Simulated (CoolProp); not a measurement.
Vapour-liquid equilibrium of n-octane (1) + m-xylene (2) at 367.9 K; x and y are mole fractions of (1).

Values from CoolProp's multi-fluid Helmholtz-energy mixture model, Beckmüller 2019 and Zhou 2012; pair parameters Bell 2016.

Problem. Give the bubble pressure and the first vapour's composition at x = 0.05, 0.8, 0.95. Is there an azeotrope?

Solution. x = 0.05: 26.88 kPa, y = 0.080; x = 0.8: 37.19 kPa, y = 0.849; x = 0.95: 38.85 kPa, y = 0.963. No azeotrope shows between x = 0.05 and 0.95.

The pair parameters rest on a limited set of measurements; away from them the model extrapolates.
